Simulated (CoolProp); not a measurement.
Dimethyl ether along the isobar 2780 kPa: density (kg/m³) from the reference equation and from simpler models built on Tc = 127.2 °C, pc = 5337 kPa, ω = 0.196; each cubic takes its own stable root.

Model: reference Helmholtz-energy equation of state, Wu 2011, in CoolProp.

```json
[
 {"T (°C)": "72.05", "phase": "liquid", "reference": "578.3", "van der Waals": "63.96", "Redlich-Kwong": "486.9", "Soave-Redlich-Kwong": "506.9", "Peng-Robinson": "574.5"},
 {"T (°C)": "86.85", "phase": "liquid", "reference": "540.4", "van der Waals": "57.69", "Redlich-Kwong": "62.62", "Soave-Redlich-Kwong": "461.0", "Peng-Robinson": "522.1"},
 {"T (°C)": "101.55", "phase": "gas", "reference": "58.20", "van der Waals": "53.06", "Redlich-Kwong": "55.97", "Soave-Redlich-Kwong": "56.65", "Peng-Robinson": "58.23"},
 {"T (°C)": "116.35", "phase": "gas", "reference": "52.22", "van der Waals": "49.35", "Redlich-Kwong": "51.19", "Soave-Redlich-Kwong": "51.39", "Peng-Robinson": "52.69"},
 {"T (°C)": "131.15", "phase": "gas", "reference": "47.98", "van der Waals": "46.28", "Redlich-Kwong": "47.48", "Soave-Redlich-Kwong": "47.42", "Peng-Robinson": "48.53"},
 {"T (°C)": "145.85", "phase": "gas", "reference": "44.71", "van der Waals": "43.69", "Redlich-Kwong": "44.48", "Soave-Redlich-Kwong": "44.28", "Peng-Robinson": "45.24"},
 {"T (°C)": "160.65", "phase": "gas", "reference": "42.03", "van der Waals": "41.43", "Redlich-Kwong": "41.94", "Soave-Redlich-Kwong": "41.65", "Peng-Robinson": "42.49"},
 {"T (°C)": "175.35", "phase": "gas", "reference": "39.78", "van der Waals": "39.46", "Redlich-Kwong": "39.78", "Soave-Redlich-Kwong": "39.42", "Peng-Robinson": "40.18"}
]
```

At some of these states van der Waals, Redlich-Kwong gives the other phase, because its saturation line lies elsewhere.
